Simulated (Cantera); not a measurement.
A closed system holds: 1 mol HMDSO, 7.2 mol H₂O, equilibrated at 11.0 Pa.

Equilibrium computed with Cantera from the NASA thermochemical tables; the gas is ideal and each condensed phase is pure. Candidate condensed phases: C, C₆H₆, C₇H₈, C₈H₁₈, H₂O, Si, SiC, SiO₂; 123 gas species. The feed counts by its element totals alone. Equilibrium is a limit: real reactors are often held back by kinetics, nucleation or transport.

Over these rows the condensed part is C(graphite) + SiO₂(β-quartz). Partial pressures as log10 of bar:

| T (K) | 1000/T (1/K) | log p CO₂ | log p H₂ | log p CO |
|---|---|---|---|---|
| 873 | 1.1455 | -8.24 | -4.06 | -4.65 |
| 923 | 1.0834 | -8.79 | -4.06 | -4.65 |
| 973 | 1.0277 | -9.29 | -4.06 | -4.65 |
| 1023 | 0.9775 | -9.74 | -4.06 | -4.65 |
| 1073 | 0.9320 | -10.14 | -4.06 | -4.64 |
| 1123 | 0.8905 | ? | -4.06 | -4.64 |

Fit log p(CO₂) = a + b·(1000/T) to the five rows, give the apparent enthalpy, and predict the row at 1123 K.

Means: 1000/T = 1.0332, log p = -9.240. Sxy = 0.254095, Sxx = 0.0285055, so b = 8.91 and a = -9.240 − (8.91)×1.0332 = -18.45.
Apparent enthalpy: −19.145 × (8.91) = -171 kJ/mol. With the condensed phases at unit activity, 2 CO(g) = CO₂(g) + C(graphite) links this pressure to the main gases: over the six rows their terms move log p by +0.02 in all, so the slope is close to that reaction's ΔH°. The five rows lie within 0.01 of the line.
Prediction at 1123 K: -18.45 + (8.91)×0.8905 = -10.52. The computed value is -10.51, 0.01 from the line.
